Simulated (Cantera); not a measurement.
An isothermal plug-flow reactor at 498 K and 0.340 bar (inlet), inlet velocity 1.7 m/s, active area per volume 170 1/m; feed CO : O₂ : N₂ : H₂O = 0.017 : 0.038 : 0.79 : 0.014 (molar parts), equivalence ratio 0.22.

Cantera simulation using Deutschmann's 1995 Pt surface mechanism with GRI-Mech 3.0 gas chemistry; the numbers are that mechanism's predictions, not measurements. Catalytic surfaces can have several steady states; this one follows from the mechanism file's or the stated starting coverage. Mass transfer to the wall is taken as infinitely fast.

What does this change do: temperature 498 to 850 K?


```tsv
quantity	before	after
x(CO) at z = 0.01 m	0.0198	7.40e-6
x(O₂) at z = 0.01 m	0.0442	0.0347
x(H₂O) at z = 0.01 m	0.0163	0.0165
x(CO₂) at z = 0.01 m	4.16e-7	0.0200
θ(O*) at the exit	0.00130	0.867
```
